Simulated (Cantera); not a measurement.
Charge: 1 mol SiO2, 94 mol H2, 2 mol N2, held at 1850 K and 0.100 bar.

Method: chemical equilibrium by Gibbs-energy minimisation in Cantera with the NASA 1993 tables (ideal gas, pure condensed phases). Candidate condensed phases: H2O, Si, SiO2, Si2N2O, Si3N4; 35 gas species. The tables hold silica as quartz up to 1696 K and as liquid above; real silica turns to tridymite and cristobalite and melts near 1996 K. Equilibrium is a limit: real reactors are often held back by kinetics, nucleation or transport.

Base state: H2 0.963, N2 0.0207, SiO 0.00738, H2O 0.00738, H 0.00167 (mole fractions); condensed: SiO2(condensed).

Task: What changes in the equilibrium state with this change: pressure from 0.100 bar to 1.33 mbar?

Result: 
| species | before | after |
|---|---|---|
| H2 | 0.963 | 0.945 |
| N2 | 0.0207 | 0.0205 |
| H | 0.00167 | 0.0143 |
| SiO | 0.00738 | 0.0102 |
| H2O | 0.00738 | 0.0102 |
| OH | 9.47e-7 | 1.15e-5 |
| SiO2(condensed), mol | 0.285 | 0 |
